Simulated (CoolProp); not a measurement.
Values from CoolProp's reference Helmholtz-energy equation of state, Thol 2019.

Problem. For n-pentane, give the phase and the cp (kJ/(kg K)), Prandtl number, fugacity coefficient at 336 K and 1810 kPa; 582.1 K and 1810 kPa.

Solution. 
- 336 K and 1810 kPa: liquid; cp 2.49, Prandtl number 3.16, fugacity coefficient 0.128
- 582.1 K and 1810 kPa: gas; cp 2.93, Prandtl number 0.665, fugacity coefficient 0.916

Viscosity comes from a separate model (Quiñones-Cisneros 2006), older than the equation that it now runs on, and unchecked against measurements. Thermal conductivity comes from a separate model (Vassiliou 2015).
